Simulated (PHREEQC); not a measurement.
1 kg of water holding 0.17 mol MgCl2, 0.23 mol NaCl and 0.01 mol SrCl2 is evaporated at 25 °C; the solids stay in contact with the brine. CO2 from the air is kept out. Only these solids could form: Bischofite, Brucite, Halite, MgCl2_4H2O.

The series has 19 steps of water left (kg), from 1 to 0.02737.

All values are PHREEQC results (Pitzer model, pitzer.dat), not measurements.

Which solids form, in which order, and at which step of the series does each first stand?

Halite from water left = 0.07809 kg; Bischofite from water left = 0.02737 kg.
